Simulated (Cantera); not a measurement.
An isothermal, constant-pressure homogeneous reactor starts with H₂ : O₂ = 0.3 : 1 (molar parts), at 1175 K and 340 Pa.

Cantera simulation using the H2/O2 subset of GRI-Mech 3.0, which has no nitrogen chemistry; the numbers are that mechanism's predictions, not measurements. Radical loss at walls, strong at low pressure, is not modelled. The temperature is held fixed by assumption; the heat of reaction is taken as removed at once.

One state of this run: x H₂ = 0.0108; x O₂ = 0.647; x H₂O = 0.177; x H = 0.0810; x O = 0.0749; x HO₂ = 2.42e-6. x: mole fraction; the columns are a selection and need not sum to one.

Task: Which value of t (s) does it belong to?
A) 0.00618
B) 0.0173
C) 0.000100
D) 1.07

Result: B, 0.0173
